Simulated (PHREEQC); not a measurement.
A solution holds 0.011 mol CdSO4, 0.033 mol H3PO4 and 0.22 mol RbCl per kg of water, at 20 °C. Closed to the air; pH follows from the charge balance.

Computed with PHREEQC (ion-association model, wateq4f.dat).

```yaml
pH: 1.97
ionic_strength: 0.252 mol/kgw
activity_of_water: 0.992
total_alkalinity: -33.0 meq/kg
```

```json
[
 {"species": "Rb+", "molality": "0.220", "activity": "0.163", "log γ": "-0.131"},
 {"species": "Cl-", "molality": "0.207", "activity": "0.144", "log γ": "-0.157"},
 {"species": "H3PO4", "molality": "0.0167", "activity": "0.0177", "log γ": "0.025"},
 {"species": "H2PO4-", "molality": "0.0163", "activity": "0.0120", "log γ": "-0.134"},
 {"species": "H+", "molality": "0.0135", "activity": "0.0107", "log γ": "-0.102"},
 {"species": "SO4-2", "molality": "0.00795", "activity": "0.00215", "log γ": "-0.567"},
 {"species": "CdCl+", "molality": "0.00656", "activity": "0.00485", "log γ": "-0.131"},
 {"species": "HSO4-", "molality": "0.00281", "activity": "0.00201", "log γ": "-0.146"},
 {"species": "CdCl2", "molality": "0.00270", "activity": "0.00286", "log γ": "0.025"},
 {"species": "Cd+2", "molality": "0.00120", "activity": "0.000358", "log γ": "-0.523"},
 {"species": "CdCl3-", "molality": "0.000326", "activity": "0.000241", "log γ": "-0.131"},
 {"species": "CdSO4", "molality": "0.000204", "activity": "0.000216", "log γ": "0.025"},
 {"species": "Cd(SO4)2-2", "molality": "1.75e-5", "activity": "5.26e-6", "log γ": "-0.523"},
 {"species": "HPO4-2", "molality": "2.44e-7", "activity": "6.77e-8", "log γ": "-0.557"}
]
```

Precipitation was switched off in this run. Complexes and solids missing from the database can't appear. H3PO4, which wateq4f.dat lacks, is added to it with the constant of phreeqc.dat. The database has no phosphate complexes of Cd.
